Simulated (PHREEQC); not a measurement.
Solution (25 °C and 500 atm): 1.3 mmol/kgw KH2PO4 and 0.009 mmol/kgw H4SiO4. Closed to the air; pH follows from the charge balance.

Equilibrium calculation in PHREEQC: ion-association model, phreeqc.dat.

| quantity | before | after |
|---|---|---|
| pH | 4.95 | 4.18 |
| ionic strength (mol/kgw) | 0.00133 | 0.00137 |
| HPO4-2 (mol/kgw) | 1.32e-5 | 2.23e-6 |
| H3PO4 (mol/kgw) | 1.57e-6 | 9.32e-6 |
| KHPO4- (mol/kgw) | 1.95e-8 | 3.30e-9 |
| H3SiO4- (mol/kgw) | 2.00e-10 | 3.37e-11 |
| SI of Quartz (SiO2) | -1.11 | -1.11 |

What was changed between the two runs?
A. KH2PO4 from 0.0013 to 0.00013 mol/kgw
B. KH2PO4 from 0.0013 to 0.00195 mol/kgw
C. 7.6e-05 mol/kgw HCl added
D. KH2PO4 from 0.0013 to 0.0026 mol/kgw
E. diluted 100-fold with water

C, 7.6e-05 mol/kgw HCl added

No solid was allowed to form. Under pressure, the constants of complexes without a molar volume in the database are unreliable.
